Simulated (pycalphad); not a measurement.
Source of the numbers: pycalphad with the COST 507 light-alloy database (1999); pressure 1 atm. The data set is of 1999 and partly superseded. Phase fractions are per mole of atoms.

### Question
Give the equilibrium state of Si-15.78Sn (at.%) at 577 °C.

### Answer
```
T = 850.00 K, P = 101325 Pa, N = 1 mol of atoms
G = -29023 J/mol, H = 14609 J/mol, S = 51.33 J/(mol K)  (SER reference)
chemical potentials (J/mol): Si -23592, Sn -58008
phase             fraction      x(Si)      x(Sn)
DIAMOND_A4          0.8421     1.0000   4.34e-07
LIQUID              0.1579   0.000662     0.9993
```

### Question
Give the equilibrium state of Si-15.78Sn (at.%) at 227 °C.

### Answer
```
T = 500.00 K, P = 101325 Pa, N = 1 mol of atoms
G = -13229 J/mol, H = 4656 J/mol, S = 35.77 J/(mol K)  (SER reference)
chemical potentials (J/mol): Si -10615, Sn -27180
phase             fraction      x(Si)      x(Sn)
DIAMOND_A4          0.8422     1.0000   1.89e-07
BCT_A5              0.1578       none     1.0000
```

DIAMOND_A4 is diamond (Si); BCT_A5 is bct (Sn). An entry "none" or "no" means that the model of the phase leaves that element out.
